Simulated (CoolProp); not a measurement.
Vapour-liquid equilibrium of propane (1) + isohexane (2) at 252.7 K; x and y are mole fractions of (1).

The numbers come from the multi-fluid Helmholtz-energy mixture model, Lemmon 2009 and Lemmon 2006; pair parameters Bell 2016 in CoolProp.

```tsv
x	bubble pressure, mixture model (kPa)	bubble pressure, Raoult's law (kPa)	y, mixture model	y, Raoult's law
0.05	15.51	14.74	?	0.816
0.2	52.54	50.40	0.954	0.955
0.35	88.34	86.06	0.977	0.978
0.5	123.2	121.7	0.987	0.988
0.65	157.5	157.4	0.992	0.994
0.8	?	193.0	0.996	0.997
0.95	?	228.7	0.999	0.999
```

Fill in the missing entries.


- 0.05, y, mixture model: 0.823
- 0.8, bubble pressure, mixture model (kPa): 192.0
- 0.95, bubble pressure, mixture model (kPa): 228.0

The largest gap from Raoult's law is +5.2 % in bubble pressure, at x = 0.05. No azeotrope shows between x = 0.05 and 0.95.

The pair parameters rest on a limited set of measurements; away from them the model extrapolates. The gap from Raoult's law changes sign with composition, which may be real or a fault of the pair parameters; it wasn't checked against measurements.
